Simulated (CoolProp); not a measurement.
Vapour-liquid equilibrium of isobutene (1) + acetone (2) at 353.2 K; x and y are mole fractions of (1).

Model: multi-fluid Helmholtz-energy mixture model, Lemmon 2005 and Lemmon 2006; pair parameters Bell 2016, in CoolProp.

```
x      bubble pressure (bar)  y at the bubble point  dew pressure at overall composition x (bar)  liquid density (mol/L)
-----  ---------------------  ---------------------  -------------------------------------------  ----------------------
0.05                   3.155                  0.328                                        2.269                   12.20
0.125                  4.517                  0.547                                        2.458                   11.92
0.2                    5.698                  0.655                                        2.678                   11.64
0.275                  6.699                  0.720                                        2.940                   11.36
0.35                   7.541                  0.763                                        3.257                   11.09
0.425                  8.251                  0.794                                        3.646                   10.82
0.5                    8.861                  0.820                                        4.138                   10.56
0.575                  9.405                  0.842                                        4.775                   10.30
0.65                   9.911                  0.863                                        5.627                   10.05
0.725                  10.40                  0.885                                        6.798                   9.812
0.8                    10.90                  0.909                                        8.389                   9.588
0.875                  11.40                  0.938                                        10.19                   9.379
0.95                   11.92                  0.972                                        11.60                   9.190
```

No azeotrope shows between x = 0.05 and 0.95.

The pair parameters rest on a limited set of measurements; away from them the model extrapolates.
